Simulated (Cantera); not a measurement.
**Fe(CO)5 + O2 + H2 (iron carbonyl, mercury and lead vapours)**

A closed system holds: 1 mol Fe(CO)5, 2.5 mol O2, a varied amount of H2, at 725 °C and 0.000820 bar.

Equilibrium computed with Cantera from the NASA thermochemical tables; the gas is ideal and each condensed phase is pure. Candidate condensed phases: C, C6H6, C7H8, C8H18, Fe, Fe(CO)5, FeO, Fe(OH)2, Fe(OH)3, Fe2O3, Fe3O4, H2O; 114 gas species. The tables' stoichiometric FeO is somewhat more stable than real wüstite, so its field is too wide. FeO: taken at fixed stoichiometry. The numbers say what is thermodynamically allowed, not how fast it happens.

From 0.21 mol H2 to 3.9 mol H2 the condensed part is FeO(s).

```
n(H2) (mol)  log p CO2  log p CO  log p H2  log p H2O  n FeO(s)
-----------  ---------  --------  --------  ---------  --------
0.21             -3.22     -3.74     -5.00      -4.64      1.00
0.54             -3.27     -3.70     -4.55      -4.28      1.00
0.87             -3.31     -3.67     -4.32      -4.13      1.00
1.2              -3.36     -3.65     -4.17      -4.04      1.00
1.5              -3.40     -3.64     -4.07      -3.99      1.00
1.9              -3.44     -3.63     -3.96      -3.94      1.00
2.2              -3.48     -3.62     -3.90      -3.91      1.00
2.5              -3.51     -3.62     -3.84      -3.89      1.00
2.9              -3.55     -3.62     -3.78      -3.87      1.00
3.2              -3.58     -3.62     -3.74      -3.86      1.00
3.5              -3.61     -3.62     -3.71      -3.85      1.00
3.9              -3.65     -3.63     -3.67      -3.84      1.00
```
log p: log10 of the partial pressure in bar; n: condensed amount in mol.
